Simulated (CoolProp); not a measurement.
A single-stage vapour-compression cycle with the fluid: evaporating at 218.15 K (dew point), condensing at 238.15 K (bubble point), superheat 5 K, subcooling 2 K, compressor efficiency 0.65, no pressure losses. The same conditions are run with several fluids, on thermodynamics alone (safety and materials aside).

The numbers come from the reference Helmholtz-energy equation of state of each fluid (R125: Lemmon 2005; C3F8 (R218): Lemmon 2006; fluoroethane (R161): Wu 2012; propylene: Lemmon 2013; hydrogen chloride: Thol 2018; R404A: Lemmon 2003) in CoolProp. Blends and air are pseudo-pure fits.

| fluid | cooling COP | pressure ratio | discharge temperature (K) | refrigerating effect (kJ/kg) | volumetric capacity (kJ/m³) |
|---|---|---|---|---|---|
| R125 | 6.60 | 2.59 | 258.2 | 151 | 718 |
| C3F8 (R218) | 6.55 | 2.68 | ___ | 97.7 | 416 |
| fluoroethane (R161) | 6.59 | 2.70 | ___ | 413 | 459 |
| propylene | 6.62 | 2.43 | 271.0 | 414 | ___ |
| hydrogen chloride | 6.30 | 2.12 | 298.2 | 382 | 3480 |
| R404A | 6.33 | 2.70 | 263.9 | 187 | 635 |

Task: Some entries are withheld; supply them.

Result: 
- C3F8 (R218), discharge temperature (K): 246.6
- fluoroethane (R161), discharge temperature (K): 281.1
- propylene, volumetric capacity (kJ/m³): 689
